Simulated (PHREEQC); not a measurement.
## Silver or lead bath

Dissolve 0.13 mmol/kgw PbCl2 and 0.052 mmol/kgw Zn(NO3)2 at 25 °C. Closed to the air; pH follows from the charge balance.

The numbers come from PHREEQC with the ion-association model, wateq4f.dat.

This is a speciation only: nothing precipitates in the calculation.

Question: What pH does the model give?

Answer: pH 5.82.

Question: In which forms is Pb present?

Answer: Pb+2 98 %, PbOH+ 1.2 %, PbCl+ 0.9 % of the Pb.
